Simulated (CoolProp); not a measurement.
R152A along the isotherm 443.7 K: Z from the reference equation and from simpler models built on Tc = 386.4 K, pc = 45.17 bar, ω = 0.275; each cubic takes its own stable root.

Values from CoolProp's reference Helmholtz-energy equation of state, Outcalt 1996. It is a modified Benedict-Webb-Rubin equation, recast in Helmholtz form.

```json
[
 {"p (bar)": "1.61", "phase": "gas", "reference": "0.9919", "Pitzer virial": "0.9924", "van der Waals": "0.9924", "Soave-Redlich-Kwong": "0.9926", "Peng-Robinson": "0.9914"},
 {"p (bar)": "3.23", "phase": "gas", "reference": "0.9837", "Pitzer virial": "0.9848", "van der Waals": "0.9847", "Soave-Redlich-Kwong": "0.9850", "Peng-Robinson": "0.9827"},
 {"p (bar)": "4.84", "phase": "gas", "reference": "0.9755", "Pitzer virial": "0.9773", "van der Waals": "0.9770", "Soave-Redlich-Kwong": "0.9775", "Peng-Robinson": "0.9740"},
 {"p (bar)": "6.45", "phase": "gas", "reference": "[?]", "Pitzer virial": "0.9697", "van der Waals": "0.9692", "Soave-Redlich-Kwong": "0.9699", "Peng-Robinson": "[?]"},
 {"p (bar)": "8.07", "phase": "gas", "reference": "0.9589", "Pitzer virial": "0.9621", "van der Waals": "0.9612", "Soave-Redlich-Kwong": "0.9622", "Peng-Robinson": "0.9565"},
 {"p (bar)": "9.68", "phase": "gas", "reference": "0.9505", "Pitzer virial": "0.9546", "van der Waals": "0.9531", "Soave-Redlich-Kwong": "0.9546", "Peng-Robinson": "0.9477"},
 {"p (bar)": "11.3", "phase": "gas", "reference": "0.9421", "Pitzer virial": "0.9469", "van der Waals": "0.9450", "Soave-Redlich-Kwong": "0.9468", "Peng-Robinson": "0.9388"},
 {"p (bar)": "12.9", "phase": "gas", "reference": "0.9337", "Pitzer virial": "0.9394", "van der Waals": "0.9368", "Soave-Redlich-Kwong": "0.9391", "Peng-Robinson": "0.9300"},
 {"p (bar)": "14.5", "phase": "gas", "reference": "0.9252", "Pitzer virial": "0.9319", "van der Waals": "0.9285", "Soave-Redlich-Kwong": "0.9314", "Peng-Robinson": "0.9212"},
 {"p (bar)": "16.1", "phase": "gas", "reference": "0.9167", "Pitzer virial": "0.9244", "van der Waals": "0.9201", "Soave-Redlich-Kwong": "0.9236", "Peng-Robinson": "0.9124"},
 {"p (bar)": "17.7", "phase": "gas", "reference": "0.9081", "Pitzer virial": "0.9169", "van der Waals": "0.9115", "Soave-Redlich-Kwong": "0.9157", "Peng-Robinson": "0.9035"},
 {"p (bar)": "19.4", "phase": "gas", "reference": "0.8989", "Pitzer virial": "0.9089", "van der Waals": "0.9023", "Soave-Redlich-Kwong": "0.9073", "Peng-Robinson": "0.8940"},
 {"p (bar)": "21", "phase": "gas", "reference": "[?]", "Pitzer virial": "0.9014", "van der Waals": "0.8936", "Soave-Redlich-Kwong": "0.8994", "Peng-Robinson": "0.8851"},
 {"p (bar)": "22.6", "phase": "gas", "reference": "0.8814", "Pitzer virial": "0.8939", "van der Waals": "0.8846", "Soave-Redlich-Kwong": "0.8914", "Peng-Robinson": "0.8761"}
]
```

Q: What belongs in the gaps?

A: 
- 6.45, reference: 0.9673
- 6.45, Peng-Robinson: 0.9653
- 21, reference: 0.8902
